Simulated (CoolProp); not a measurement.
Vapour-liquid equilibrium of diethyl ether (1) + benzene (2) at 5.47 bar; x and y are mole fractions of (1).

The numbers come from the multi-fluid Helmholtz-energy mixture model, Thol 2014 and Thol 2012; pair parameters Bell 2016 in CoolProp.

| x | bubble temperature, mixture model (°C) | bubble temperature, Raoult's law (°C) | y, mixture model | y, Raoult's law |
|---|---|---|---|---|
| 0.05 | 142.6 | 142.1 | 0.123 | 0.141 |
| 0.15 | 134.6 | 133.6 | 0.324 | 0.362 |
| 0.25 | 127.6 | 126.3 | 0.480 | 0.523 |
| 0.35 | 121.3 | 119.9 | 0.603 | 0.644 |
| 0.45 | 115.7 | 114.3 | 0.701 | 0.737 |
| 0.55 | 110.6 | 109.4 | 0.781 | 0.810 |
| 0.65 | 105.9 | 104.9 | 0.846 | 0.869 |
| 0.75 | 101.6 | 100.9 | 0.900 | 0.916 |
| 0.85 | 97.7 | 97.2 | 0.945 | 0.954 |
| 0.95 | 94.1 | 93.9 | 0.983 | 0.986 |

The largest gap from Raoult's law is +1.4 K in bubble temperature, at x = 0.35. No azeotrope shows between x = 0.05 and 0.95.

Pair parameters are fitted to limited data, so mixtures are less certain than the pure fluids.
